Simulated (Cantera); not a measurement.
Cantera run, input and output.

```python
import numpy as np
import cantera as ct

gas = ct.Solution("h2o2.yaml")
gas.TPX = 325, 28000, {'H2': 1, 'O2': 0.263, 'N2': 1}
flame = ct.FreeFlame(gas, width=0.098)
flame.set_refine_criteria(ratio=3, slope=0.08, curve=0.16)
flame.transport_model = "mixture-averaged"
flame.solve(loglevel=0, auto=True)
flame.transport_model = "multicomponent"
flame.soret_enabled = False
flame.solve(loglevel=0, refine_grid=True)
z, T = flame.grid, flame.T
thick = (T[-1] - T[0]) / np.gradient(T, z).max()
show = ['H2', 'O2', 'H', 'H2O2', 'O', 'HO2']
print(f"laminar burning velocity  {flame.velocity[0] * 100:.3f} cm/s")
print(f"burnt temperature         {T[-1]:.1f} K")
print(f"thermal thickness         {thick * 1e3:.4f} mm")
print(f"grid points               {len(z)}")
z0 = z[flame.heat_release_rate.argmax()]
print(f"{'z/mm':>9s}{'T/K':>9s}{'u/(m/s)':>9s}" + "".join(f"{s:>11s}" for s in show))
rows = []
for k in (-3, -2, -1.5, -1, -0.5, -0.25, 0, 0.25, 0.5, 1, 2, 4, 8):
    zz = z0 + k * thick
    rows.append([k * thick, np.interp(zz, z, T), np.interp(zz, z, flame.velocity),
                 *(np.interp(zz, z, flame.X[gas.species_index(s)]) for s in show)])
    print(f"{rows[-1][0] * 1e3:9.3f}{rows[-1][1]:9.1f}{rows[-1][2]:9.3f}" + "".join(f"{x:11.3e}" for x in rows[-1][3:]))
```

Result:

```
laminar burning velocity  294.387 cm/s
burnt temperature         2086.7 K
thermal thickness         1.8833 mm
grid points               141
     z/mm      T/K  u/(m/s)         H2         O2          H       H2O2          O        HO2
   -5.650    325.0    2.944  4.419e-01  1.162e-01  1.998e-19  8.304e-18  8.536e-16  1.300e-15
   -3.767    325.0    2.944  4.419e-01  1.162e-01  5.740e-17  1.201e-14  9.865e-14  3.953e-13
   -2.825    325.0    2.944  4.419e-01  1.162e-01  1.282e-15  3.677e-13  1.963e-12  1.189e-11
   -1.883    325.0    2.944  4.419e-01  1.162e-01  2.629e-12  1.514e-10  2.817e-10  4.749e-09
   -0.942    337.3    3.048  4.402e-01  1.164e-01  1.229e-05  6.094e-06  1.396e-06  8.097e-05
   -0.471    622.5    5.509  4.091e-01  1.088e-01  7.496e-03  4.168e-05  1.550e-04  9.040e-05
    0.000   1045.1    8.965  3.059e-01  7.359e-02  5.032e-02  6.700e-07  2.569e-03  2.756e-05
    0.471   1314.9   11.144  2.037e-01  1.762e-02  9.130e-02  3.791e-07  3.353e-03  6.122e-06
    0.942   1424.3   12.008  1.826e-01  2.877e-03  9.530e-02  2.571e-07  1.757e-03  9.419e-07
    1.883   1528.0   12.797  1.872e-01  8.313e-04  8.411e-02  2.118e-07  1.330e-03  2.529e-07
    3.767   1639.8   13.626  1.966e-01  6.197e-04  6.881e-02  1.493e-07  1.087e-03  1.752e-07
    7.533   1753.2   14.445  2.060e-01  4.159e-04  5.293e-02  8.655e-08  7.663e-04  1.147e-07
   15.066   1856.8   15.175  2.146e-01  2.381e-04  3.817e-02  4.458e-08  4.570e-04  6.863e-08
```

Detailed kinetics in Cantera: the H2/O2 subset of GRI-Mech 3.0, which has no nitrogen chemistry. Burning velocities carry a grid error of a few per cent, more on coarse grids.
